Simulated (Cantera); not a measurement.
A closed system holds: 1 mol SiC, a varied amount of Si, 0.099 mol N2, equilibrated at 2602 °C and 10000 Pa.

Method: chemical equilibrium by Gibbs-energy minimisation in Cantera with the NASA 1993 tables (ideal gas, pure condensed phases). Candidate condensed phases: C, Si, SiC, Si3N4; 20 gas species. The numbers say what is thermodynamically allowed, not how fast it happens.

Which condensed phases are stable at each of these points (n(Si) (mol)): 0.013, 0.018, 0.024, 0.033, 0.045, 0.062, 0.085, 0.12, 0.16, 0.22, 0.29?


| n(Si) (mol) | condensed phases | Si condensed (%) |
|---|---|---|
| 0.013 | C(graphite) + SiC(s) | 85.1 |
| 0.018 | C(graphite) + SiC(s) | 85.2 |
| 0.024 | C(graphite) + SiC(s) | 85.3 |
| 0.033 | C(graphite) + SiC(s) | 85.4 |
| 0.045 | C(graphite) + SiC(s) | 85.6 |
| 0.062 | SiC(s) | 84.3 |
| 0.085 | SiC(s) | 82.3 |
| 0.12 | SiC(s) | 79.0 |
| 0.16 | SiC(s) | 75.2 |
| 0.22 | SiC(s) | 69.8 |
| 0.29 | SiC(s) | 64.0 |

From 0.013 mol Si to 0.045 mol Si the condensed part is C(graphite) + SiC(s). From 0.062 mol Si to 0.29 mol Si the condensed part is SiC(s).
